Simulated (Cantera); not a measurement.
What does this Cantera script print?

```python
import numpy as np
import cantera as ct

gas = ct.Solution("gri30.yaml")


def delay(T, t_max=10):
    gas.TPX = T, 1000000, {'CH4': 1, 'CO': 0.061, 'O2': 1.69, 'N2': 6.36}
    reactor = ct.IdealGasReactor(gas, clone=False)
    net = ct.ReactorNet([reactor])
    net.rtol, net.atol = 1e-8, 1e-16
    while net.time < t_max:
        t_old, T_old = net.time, reactor.T
        net.step()
        if reactor.T > T + 400:  # ignition: a rise of 400 K
            return t_old + (T + 400 - T_old) / (reactor.T - T_old) * (net.time - t_old)
    return np.nan


taus = []
for T in [1323, 1398, 1473, 1548, 1623]:
    taus.append(delay(T))
    print(f"T0 = {T:6g} K   tau = {taus[-1]:.4e} s")

# d ln(tau) / d ln(k), from doubling and halving each rate constant
T, sens = 1323, []
for i in range(gas.n_reactions):
    gas.set_multiplier(2.0, i)
    up = delay(T)
    gas.set_multiplier(0.5, i)
    down = delay(T)
    gas.set_multiplier(1.0, i)
    sens.append((np.log(up / down) / np.log(4.0), gas.reaction(i).equation))
sens.sort(key=lambda x: -abs(x[0]))
print(f"sensitivities at {T} K")
for s, eq in sens[:10]:
    print(f"{s:8.3f}  {eq}")
```

Result:

```
T0 =   1323 K   tau = 1.2334e-03 s
T0 =   1398 K   tau = 5.4235e-04 s
T0 =   1473 K   tau = 2.5097e-04 s
T0 =   1548 K   tau = 1.2167e-04 s
T0 =   1623 K   tau = 6.1806e-05 s
sensitivities at 1323 K
   0.557  2 CH3 (+M) <=> C2H6 (+M)
  -0.387  CH3 + O2 <=> CH3O + O
  -0.320  CH3 + O2 <=> CH2O + OH
  -0.318  CH3 + HO2 <=> CH3O + OH
  -0.307  CH2O + O2 <=> HCO + HO2
   0.229  CH4 + H <=> CH3 + H2
  -0.184  H + O2 <=> O + OH
  -0.137  CH2O + CH3 <=> CH4 + HCO
  -0.131  CH3O + O2 <=> CH2O + HO2
   0.114  CH4 + OH <=> CH3 + H2O
```

Model: GRI-Mech 3.0 (53 species, 325 reactions), integrated in Cantera.
